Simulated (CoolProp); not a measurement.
Properties of ethylene along the isobar 7.51 MPa.

The numbers come from the reference Helmholtz-energy equation of state, Smukala 2000 in CoolProp.

```
T (K)          phase       Z  speed of sound (m/s)  expansivity (1/kK)  fugacity coefficient
-----  -------------  ------  --------------------  ------------------  --------------------
235.9         liquid  0.2268                 878.5               3.854                0.2062
259.7         liquid  0.2298                 681.1               5.583                0.3408
283.5  supercritical  0.2538                     …               11.77                0.4955
307.3  supercritical  0.4406                 262.0               32.85                0.6338
331.1  supercritical  0.6406                 286.7               11.54                0.7179
354.8  supercritical  0.7397                 311.2               7.197                0.7762
378.6  supercritical  0.8032                 331.5               5.379                0.8206
402.4  supercritical  0.8478                 349.1               4.368                0.8554
426.2  supercritical  0.8809                 364.8               3.717                     …
450    supercritical  0.9062                 379.1               3.258                     …
```

Q: What belongs in the gaps?

A: 
- 283.5, speed of sound (m/s): 453.5
- 426.2, fugacity coefficient: 0.8830
- 450, fugacity coefficient: 0.9054
